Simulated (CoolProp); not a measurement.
Properties of R113 along the isotherm 500 K (Tc = 487.2 K, pc = 3392 kPa, ω = 0.253).

Computed with CoolProp (reference Helmholtz-energy equation of state, Marx 1992).

```
p (kPa)          phase  speed of sound (m/s)  Joule-Thomson coefficient (K/MPa)  isothermal compressibility (1/MPa)
-------  -------------  --------------------  ---------------------------------  ----------------------------------
1300               gas                 135.5                              10.04                              0.8956
2610               gas                 111.6                              13.26                              0.6035
3910     supercritical                 76.22                              17.88                               1.472
5220     supercritical                 143.2                              3.404                              0.1019
6520     supercritical                 188.2                              1.809                             0.04669
7830     supercritical                 221.3                              1.185                             0.03033
9130     supercritical                 247.8                             0.8444                             0.02260
10400    supercritical                 269.9                             0.6289                             0.01816
11700    supercritical                 289.9                             0.4727                             0.01515
13000    supercritical                 307.9                             0.3558                             0.01302
14400    supercritical                 325.5                             0.2584                             0.01132
15700    supercritical                 340.6                             0.1862                             0.01011
17000    supercritical                 354.7                             0.1265                            0.009137
```
